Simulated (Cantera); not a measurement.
A closed system holds: 1 mol borazine, a varied amount of H₂O, 11 mol N₂, at 1.50 mbar.

Equilibrium computed with Cantera from the NASA thermochemical tables; the gas is ideal and each condensed phase is pure. Candidate condensed phases: B, BN, B₂O₃, B₃O₃H₃, H₂O; 39 gas species. The feed counts by its element totals alone. Mutual solubility and eutectic melting of coexisting phases are not modelled. Gases not in the tables: H₃BO₃. The numbers say what is thermodynamically allowed, not how fast it happens.

Question: What condenses at these points (T in °C, n(H₂O) in mol): (1202, 12); (1602, 14); (902, 16); (502, 14); (1402, 1.9); (1102, 1.9); (1002, 12)?

Answer: 
| T (°C) | n(H₂O) in mol | condensed phases | B condensed (%) |
|---|---|---|---|
| 1202 | 12 | gas only | 0.0 |
| 1602 | 14 | gas only | 0.0 |
| 902 | 16 | B₂O₃ | 90.2 |
| 502 | 14 | B₂O₃ | 97.7 |
| 1402 | 1.9 | BN | 48.9 |
| 1102 | 1.9 | BN + B₂O₃ | 96.9 |
| 1002 | 12 | B₂O₃ | 72.3 |
